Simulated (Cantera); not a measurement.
Input: 1 mol C₂H₄, 0.43 mol CO₂, a varied amount of N₂, 0.72 mol H₂, at 1200 K and 750 Torr.

Cantera equilibrium calculation (NASA polynomials, part measured and part estimated; ideal gas, pure solids and liquids). Candidate condensed phases: C, C₆H₆, C₇H₈, C₈H₁₈, H₂O; 136 gas species. The numbers say what is thermodynamically allowed, not how fast it happens.

x: gas mole fraction; n: condensed amount in mol.

```json
[
 {"n(N₂) (mol)": "0.45", "x N₂": "0.113", "x H₂": "0.665", "x CO": "0.211", "x CH₄": "0.00699", "x H₂O": "0.00363", "x CO₂": "0.000838", "x NH₃": "3.48e-5", "n C(graphite)": "1.56"},
 {"n(N₂) (mol)": "0.65", "x N₂": "?", "x H₂": "0.634", "x CO": "0.201", "x CH₄": "?", "x H₂O": "?", "x CO₂": "?", "x NH₃": "3.80e-5", "n C(graphite)": "1.56"},
 {"n(N₂) (mol)": "0.94", "x N₂": "0.210", "x H₂": "0.593", "x CO": "0.188", "x CH₄": "0.00556", "x H₂O": "0.00289", "x CO₂": "0.000666", "x NH₃": "4.00e-5", "n C(graphite)": "1.56"},
 {"n(N₂) (mol)": "1.4", "x N₂": "0.283", "x H₂": "0.539", "x CO": "0.171", "x CH₄": "0.00458", "x H₂O": "0.00238", "x CO₂": "0.000549", "x NH₃": "4.02e-5", "n C(graphite)": "1.56"},
 {"n(N₂) (mol)": "2", "x N₂": "0.361", "x H₂": "0.481", "x CO": "0.152", "x CH₄": "0.00366", "x H₂O": "0.00190", "x CO₂": "0.000438", "x NH₃": "3.83e-5", "n C(graphite)": "1.56"},
 {"n(N₂) (mol)": "2.8", "x N₂": "?", "x H₂": "?", "x CO": "?", "x CH₄": "?", "x H₂O": "?", "x CO₂": "?", "x NH₃": "?", "n C(graphite)": "1.56"},
 {"n(N₂) (mol)": "4.1", "x N₂": "0.536", "x H₂": "0.350", "x CO": "0.111", "x CH₄": "0.00194", "x H₂O": "0.00101", "x CO₂": "0.000232", "x NH₃": "2.90e-5", "n C(graphite)": "1.56"},
 {"n(N₂) (mol)": "5.9", "x N₂": "0.624", "x H₂": "0.284", "x CO": "0.0899", "x CH₄": "0.00128", "x H₂O": "0.000663", "x CO₂": "0.000153", "x NH₃": "2.29e-5", "n C(graphite)": "1.57"},
 {"n(N₂) (mol)": "8.5", "x N₂": "0.705", "x H₂": "0.223", "x CO": "0.0707", "x CH₄": "0.000789", "x H₂O": "0.000410", "x CO₂": "9.44e-5", "x NH₃": "1.69e-5", "n C(graphite)": "1.57"},
 {"n(N₂) (mol)": "12", "x N₂": "0.771", "x H₂": "0.173", "x CO": "0.0549", "x CH₄": "0.000475", "x H₂O": "0.000247", "x CO₂": "5.69e-5", "x NH₃": "1.21e-5", "n C(graphite)": "1.57"}
]
```

Q: Fill in the missing entries.

A: 
- 0.65, x N₂: 0.155
- 0.65, x CH₄: 0.00634
- 0.65, x H₂O: 0.00330
- 0.65, x CO₂: 0.000761
- 2.8, x N₂: 0.441
- 2.8, x H₂: 0.421
- 2.8, x CO: 0.133
- 2.8, x CH₄: 0.00280
- 2.8, x H₂O: 0.00146
- 2.8, x CO₂: 0.000336
- 2.8, x NH₃: 3.47e-5
